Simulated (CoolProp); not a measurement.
Computed with CoolProp (reference Helmholtz-energy equation of state, Lemmon 2003). It is a pseudo-pure fit of the blend.

For R407C, give the phase and the cv (kJ/(kg K)), Joule-Thomson coefficient (K/MPa), Prandtl number at 403 K and 12.4 MPa; 408.3 K and 27.2 MPa; 452.2 K and 0.176 MPa.


- 403 K and 12.4 MPa: supercritical; cv 1.04, Joule-Thomson coefficient 1.97, Prandtl number 2.16
- 408.3 K and 27.2 MPa: supercritical; cv 1.02, Joule-Thomson coefficient 0.261, Prandtl number 2.02
- 452.2 K and 0.176 MPa: gas; cv 0.966, Joule-Thomson coefficient 5.41, Prandtl number 0.797

Viscosity comes from a separate model (Geller 2000). Thermal conductivity comes from a separate model (Geller 2001).
